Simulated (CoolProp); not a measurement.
The numbers come from the reference Helmholtz-energy equation of state, Kamei 1995 in CoolProp.

**Question.** For R22, give the phase and the Z, cv (kJ/(kg K)), speed of sound (m/s), isothermal compressibility (1/MPa) at 361.5 K and 272 bar; 373 K and 272 bar; 464.8 K and 272 bar.

**Answer.** 
- 361.5 K and 272 bar: liquid; Z 0.697, cv 0.739, speed of sound 552, isothermal compressibility 0.00470
- 373 K and 272 bar: supercritical; Z 0.696, cv 0.748, speed of sound 522, isothermal compressibility 0.00543
- 464.8 K and 272 bar: supercritical; Z 0.751, cv 0.809, speed of sound 348, isothermal compressibility 0.0162
